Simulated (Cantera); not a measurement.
A perfectly stirred reactor is fed with 7.95 % H2, 20.9 % O2, 71.1 % N2, equivalence ratio 0.19, at 0.405 atm; it is held at 975 K, and followed from long to short residence time.

Computed with Cantera and the H2/O2 subset of GRI-Mech 3.0, which has no nitrogen chemistry. The temperature is held fixed by assumption; the heat of reaction is taken as removed at once.

One state of this run: x H2 = 0.00971; x O2 = 0.180; x HO2 = 5.46e-5; x H = 8.74e-5; x OH = 0.000113; x H2O = 0.0725; x H2O2 = 6.63e-6. x: mole fraction; the columns are a selection and need not sum to one.

Q: Which value of τ (s) does it belong to?
(A) 0.060
(B) 0.010
(C) 0.025
(D) 0.00075

A: B, 0.010
